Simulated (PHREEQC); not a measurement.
A solution holds 110 mmol/kgw H2SO4, 0.89 mmol/kgw ZnSO4 and 0.58 mmol/kgw Na2SO4, at 40 °C. Closed to the air; pH follows from the charge balance.

All values are PHREEQC results (ion-association model, phreeqc.dat), not measurements.

Each row changes one thing in this solution. This is a speciation only: nothing precipitates in the calculation.

| case | pH | ionic strength (mol/kgw) | HSO4- (mol/kgw) | SO4-2 (mol/kgw) | Zn+2 (mol/kgw) | ZnSO4 (mol/kgw) |
|---|---|---|---|---|---|---|
| as made | 1.00 | 0.144 | 0.0950 | 0.0162 | 0.000603 | 0.000256 |
| H2SO4 replaced by Fe2(SO4)3 at the same molality | 2.39 | 0.344 | 0.0126 | 0.0713 | 0.000373 | 0.000352 |
| 0.013 mol/kgw HNO3 added | 0.96 | 0.155 | [?] | 0.0153 | 0.000626 | 0.000238 |
| ZnSO4 from 0.00089 to 0.00178 mol/kgw | 1.00 | 0.146 | 0.0953 | 0.0163 | 0.00120 | 0.000514 |
| H2SO4 from 0.11 to 0.022 mol/kgw | 1.61 | 0.0394 | 0.0154 | 0.00778 | 0.000592 | 0.000281 |
| temperature from 40 to 5 °C | 0.96 | [?] | 0.0836 | [?] | [?] | 0.000290 |
| Na2SO4 from 0.00058 to 0.00116 mol/kgw | 1.00 | 0.145 | 0.0953 | 0.0163 | 0.000602 | 0.000257 |

### Question
Fill in the missing entries.

### Answer

- 0.013 mol/kgw HNO3 added, HSO4- (mol/kgw): 0.0959
- temperature from 40 to 5 °C, ionic strength (mol/kgw): 0.167
- temperature from 40 to 5 °C, SO4-2 (mol/kgw): 0.0274
- temperature from 40 to 5 °C, Zn+2 (mol/kgw): 0.000524

Complexes and solids missing from the database can't appear. Some of these states are supersaturated (in Hematite (slow to form), Goethite (slow to form), for instance). At this temperature some constants are extrapolated from 25 °C, and those without enthalpy data are left unchanged.
